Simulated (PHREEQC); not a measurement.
# City or well water

A made-up water analysis in mmol/kgw, 25 °C, pH 6.27, pe 10.5:

| constituent | mmol/kgw |
|---|---|
| Na | 6.07 |
| K | 0.00555 |
| Ca | 1.33 |
| Mg | 0.14 |
| Cl | 3.06 |
| S(6) | 2.54 |
| Alkalinity (meq/kgw) | 0.678 |
| Cd | 0.007 |

Valence states are taken as typed.

Model: ion-association model, wateq4f.dat, run in PHREEQC.

Each row changes one thing in this solution. Precipitation was switched off in this run.

```json
[
 {"case": "as made", "ionic strength (mol/kgw)": "0.0119", "CO2 (mol/kgw)": "0.000724", "Cd+2 (mol/kgw)": "4.73e-6", "CdSO4 (mol/kgw)": "1.28e-6", "CdCl+ (mol/kgw)": "8.84e-7", "HSO4- (mol/kgw)": "8.52e-8", "SI of Otavite (CdCO3)": "-0.70", "SI of Gypsum (CaSO4:2H2O)": "-1.39"},
 {"case": "Cl from 3.06 to 9.18 mmol/kgw", "ionic strength (mol/kgw)": "0.0150", "CO2 (mol/kgw)": "0.000717", "Cd+2 (mol/kgw)": "3.85e-6", "CdSO4 (mol/kgw)": "9.53e-7", "CdCl+ (mol/kgw)": "2.06e-6", "HSO4- (mol/kgw)": "8.30e-8", "SI of Otavite (CdCO3)": "-0.81", "SI of Gypsum (CaSO4:2H2O)": "-1.42"},
 {"case": "Cl from 3.06 to 1.53 mmol/kgw", "ionic strength (mol/kgw)": "?", "CO2 (mol/kgw)": "0.000727", "Cd+2 (mol/kgw)": "5.03e-6", "CdSO4 (mol/kgw)": "?", "CdCl+ (mol/kgw)": "4.76e-7", "HSO4- (mol/kgw)": "8.58e-8", "SI of Otavite (CdCO3)": "?", "SI of Gypsum (CaSO4:2H2O)": "-1.39"},
 {"case": "pH from 6.27 to 6.77 at the same alkalinity", "ionic strength (mol/kgw)": "0.0119", "CO2 (mol/kgw)": "0.000229", "Cd+2 (mol/kgw)": "4.73e-6", "CdSO4 (mol/kgw)": "1.27e-6", "CdCl+ (mol/kgw)": "8.84e-7", "HSO4- (mol/kgw)": "2.69e-8", "SI of Otavite (CdCO3)": "?", "SI of Gypsum (CaSO4:2H2O)": "-1.39"}
]
```

Q: Some entries are withheld; supply them.

A: 
- Cl from 3.06 to 1.53 mmol/kgw, ionic strength (mol/kgw): 0.0111
- Cl from 3.06 to 1.53 mmol/kgw, CdSO4 (mol/kgw): 1.39e-6
- Cl from 3.06 to 1.53 mmol/kgw, SI of Otavite (CdCO3): -0.66
- pH from 6.27 to 6.77 at the same alkalinity, SI of Otavite (CdCO3): -0.20
